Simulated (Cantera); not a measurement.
## NH3 + SO2 + H2 (abatement and gas-phase synthesis)

Feed: 1 mol NH3, 0.0058 mol SO2, 14 mol H2, equilibrated at 1575 °C and 750 Torr.

Equilibrium computed with Cantera from the NASA thermochemical tables; the gas is ideal and each condensed phase is pure. Candidate condensed phases: H2O, H2SO4, S; 35 gas species. Kinetics and transport are ignored.

```
Property                             Value
-------------------------------  ---------
x(H2)                                0.967
x(N2)                               0.0312
x(H2O)                            0.000725
x(H)                              0.000522
x(H2S)                            0.000343
x(SH)                              1.87e-5
x(NH3)                             4.45e-6
gas amount                       16.00 mol
log10 activity of S(l) (absent)      -4.91
```
